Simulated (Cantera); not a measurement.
Pyrogenic steam for wet oxidation

An isothermal, constant-pressure homogeneous reactor starts with 44.7 % H2, 31.9 % O2, 23.3 % N2, at 950 K and 0.132 atm.

Model: GRI-Mech 3.0 (53 species, 325 reactions), integrated in Cantera. Radical loss at walls, strong at low pressure, is not modelled. The temperature is held fixed by assumption; the heat of reaction is taken as removed at once.

| t (s) | x H2 | x O2 | x OH | x H2O2 | x NO |
|---|---|---|---|---|---|
| 5.00e-5 | 0.447 | 0.319 | 8.78e-12 | <1e-12 | <1e-12 |
| 0.000169 | 0.447 | 0.319 | 1.96e-10 | 2.17e-12 | <1e-12 |
| 0.000574 | 0.447 | 0.319 | 2.07e-6 | 1.70e-8 | <1e-12 |
| 0.00195 | 0.0231 | 0.133 | 0.000339 | 5.40e-6 | 4.02e-7 |
| 0.00660 | 0.0116 | 0.128 | 2.37e-5 | 1.57e-5 | 3.81e-7 |
| 0.0224 | 0.00968 | 0.128 | 2.52e-6 | 5.10e-5 | 2.62e-7 |
| 0.0758 | 0.00757 | 0.127 | 2.49e-6 | 7.87e-5 | 2.44e-7 |
| 0.257 | 0.00379 | 0.125 | 1.85e-6 | 5.43e-5 | 1.87e-7 |
| 0.871 | 0.000885 | 0.124 | 9.84e-7 | 1.10e-5 | 9.56e-8 |
| 2.95 | 0.000140 | 0.124 | 2.81e-7 | 5.67e-7 | 3.09e-8 |
| 10.0 | 2.58e-5 | 0.123 | 8.26e-8 | 2.80e-8 | 1.51e-8 |
x: mole fraction; the columns are a selection and need not sum to one.

Equilibrium at this temperature and pressure: H2 8.24e-11, O2 0.123, OH 1.43e-7, H2O2 1.06e-10, NO 8.35e-6 (gas phase only).
